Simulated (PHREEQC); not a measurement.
Make-up at 10 °C: 1.8 mmol/kgw Pb(NO3)2. Closed to the air; pH follows from the charge balance.

Computed with PHREEQC (ion-association model, phreeqc.dat).

**Question.** The ionic strength comes out as 0.00526 mol/kgw. What activity coefficients do H+, PbNO3+, PbOH+, Pb+2, NO3- get?

**Answer.** H+ 0.93, PbNO3+ 0.93, PbOH+ 0.93, Pb+2 0.74, NO3- 0.92.

Precipitation was switched off in this run. Complexes and solids missing from the database can't appear. Constants without temperature data keep their 25 °C values here.
